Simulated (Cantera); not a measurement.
An adiabatic, constant-volume homogeneous reactor starts with CH4 : CO : O2 : N2 = 1 : 0.032 : 3.36 : 12.6 (molar parts), equivalence ratio 0.60, at 1773 K and 760 Torr. Integrator tolerance rtol = 1e-08.

Model: GRI-Mech 3.0 (53 species, 325 reactions), integrated in Cantera.

### Question
What does this change do: 1.3 parts H2 added?

### Answer
```tsv
quantity	before	after
time of steepest temperature rise	0.122 ms	26.6 µs
temperature at 5.00 s	2789 K	2920 K
equilibrium temperature	2789 K	2920 K
x(CH4) at 5.00 s	<1e-12 (gas-phase equilibrium <1e-12)	<1e-12 (gas-phase equilibrium <1e-12)
x(CO) at 5.00 s	0.0179 (gas-phase equilibrium 0.0179)	0.0272 (gas-phase equilibrium 0.0272)
x(O2) at 5.00 s	0.0695 (gas-phase equilibrium 0.0695)	0.0404 (gas-phase equilibrium 0.0404)
x(CH3) at 5.00 s	<1e-12 (gas-phase equilibrium <1e-12)	<1e-12 (gas-phase equilibrium <1e-12)
x(NO) at 5.00 s	0.0199 (gas-phase equilibrium 0.0199)	0.0176 (gas-phase equilibrium 0.0176)
x(OH) at 5.00 s	0.0214 (gas-phase equilibrium 0.0214)	0.0305 (gas-phase equilibrium 0.0305)
x(H2) at 5.00 s	0.00596 (gas-phase equilibrium 0.00596)	0.0182 (gas-phase equilibrium 0.0182)
```
